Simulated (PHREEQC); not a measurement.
Dissolve 0.039 mol/kgw HCl, 0.0023 mol/kgw FeSO4 and 0.000979 mol/kgw Fe2(SO4)3 at 25 °C. Closed to the air; pH follows from the charge balance.

Model: ion-association model, phreeqc.dat, run in PHREEQC.

Question: The ionic strength comes out as 0.0494 mol/kgw. What activity coefficients do FeCl+2, Cl-, FeHSO4+2, H+, FeCl+ get?

Answer: FeCl+2 0.47, Cl- 0.81, FeHSO4+2 0.46, H+ 0.86, FeCl+ 0.82.

No solid was allowed to form. Saturation is exceeded, for instance for Hematite (slow to form), Goethite (slow to form); the values hold only as long as no solid forms.
